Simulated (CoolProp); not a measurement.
CHF3 (R23) along the isotherm 318.6 K: fugacity coefficient from the reference equation and from simpler models built on Tc = 299.3 K, pc = 4.832 MPa, ω = 0.263; each cubic takes its own stable root.

The numbers come from the reference Helmholtz-energy equation of state, Penoncello 2003 in CoolProp.

```json
[
 {"p (MPa)": "0.186", "phase": "gas", "reference": "0.9888"},
 {"p (MPa)": "0.372", "phase": "gas", "reference": "0.9777"},
 {"p (MPa)": "0.558", "phase": "gas", "reference": "0.9666"},
 {"p (MPa)": "0.743", "phase": "gas", "reference": "0.9556"},
 {"p (MPa)": "0.929", "phase": "gas", "reference": "0.9447"},
 {"p (MPa)": "1.12", "phase": "gas", "reference": "0.9334"},
 {"p (MPa)": "1.3", "phase": "gas", "reference": "0.9229"},
 {"p (MPa)": "1.49", "phase": "gas", "reference": "0.9119"},
 {"p (MPa)": "1.67", "phase": "gas", "reference": "0.9014"},
 {"p (MPa)": "1.86", "phase": "gas", "reference": "0.8905"},
 {"p (MPa)": "2.04", "phase": "gas", "reference": "0.8801"},
 {"p (MPa)": "2.23", "phase": "gas", "reference": "0.8693"},
 {"p (MPa)": "2.42", "phase": "gas", "reference": "0.8585"}
]
```

Q: How far does each simpler model (van der Waals, Soave-Redlich-Kwong, Peng-Robinson) lie from the reference over these 13 states: mean and median of the absolute difference, and the worst?

A: 
- van der Waals: mean 1.0 %, median 1.0 %, worst +1.8 % at 318.6 K and 2.42 MPa
- Soave-Redlich-Kwong: mean 0.5 %, median 0.5 %, worst +0.9 % at 318.6 K and 2.42 MPa
- Peng-Robinson: mean 0.5 %, median 0.5 %, worst -0.8 % at 318.6 K and 2.42 MPa
